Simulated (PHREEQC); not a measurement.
Dissolve 0.41 mol/kgw KOH, 0.056 mol/kgw CaCl2 and 0.084 mol/kgw NaCl at 25 °C. Closed to the air; pH follows from the charge balance.

Model: ion-association model, wateq4f.dat, run in PHREEQC.

```json
[
 {"quantity": "pH", "before": "13.38", "after": "12.50"},
 {"quantity": "ionic strength (mol/kgw)", "before": "0.597", "after": "0.0637"},
 {"quantity": "CaOH+ (mol/kgw)", "before": "0.0327", "after": "0.00123"},
 {"quantity": "Ca+2 (mol/kgw)", "before": "0.0233", "after": "0.00436"},
 {"quantity": "SI of Portlandite (Ca(OH)2)", "before": "+1.71", "after": "-0.52"},
 {"quantity": "SI of Halite (NaCl)", "before": "-3.72", "after": "-5.56"}
]
```

Name the change that produced these shifts.
A) NaCl from 0.084 to 0.0084 mol/kgw
B) diluted 10-fold with water
C) 0.0065 mol/kgw Na2SO4 added
D) CaCl2 from 0.056 to 0.112 mol/kgw
E) NaCl from 0.084 to 0.0168 mol/kgw

B, diluted 10-fold with water

No solid was allowed to form. Some of these states are supersaturated (in Portlandite, for instance).
